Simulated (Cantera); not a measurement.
Mixture: H2 : O2 : N2 : H2O = 1 : 0.926 : 3.48 : 0.2 (molar parts), at 25.0 bar, adiabatic and at constant volume. Ignition delay is the time to a rise of 400 K.

Cantera simulation using the H2/O2 subset of GRI-Mech 3.0, which has no nitrogen chemistry; the numbers are that mechanism's predictions, not measurements. The hydrogen kinetics of GRI-Mech 3.0 are dated; newer H2 mechanisms differ, most at raised pressure. The pressure lies above the range GRI-Mech 3.0 was tuned for (to about 10 atm).

**Question.** What does this change do: pressure from 25.0 bar to 0.450 bar?

**Answer.** 
| quantity | before | after |
|---|---|---|
| delay at 950 K | 22.6 ms | 1.05 ms |
| delay at 1025 K | 4.24 ms | 0.350 ms |
| delay at 1100 K | 0.986 ms | 0.193 ms |
| delay at 1175 K | 0.265 ms | 0.126 ms |
| delay at 1250 K | 77.1 µs | 92.5 µs |
| delay at 1325 K | 22.3 µs | 74.1 µs |
Where the delays flatten at high temperature, the 400 K rule measures the pace of heat release, not the induction time.

**Question.** What does this change do: pressure from 25.0 bar to 3.20 bar?

**Answer.** 
| quantity | before | after |
|---|---|---|
| delay at 950 K | 22.6 ms | 69.6 ms |
| delay at 1025 K | 4.24 ms | 8.39 ms |
| delay at 1100 K | 0.986 ms | 0.493 ms |
| delay at 1175 K | 0.265 ms | 31.3 µs |
| delay at 1250 K | 77.1 µs | 14.9 µs |
| delay at 1325 K | 22.3 µs | 9.49 µs |
| apparent activation energy between 1175 and 1325 K | 210 kJ/mol | 100 kJ/mol |
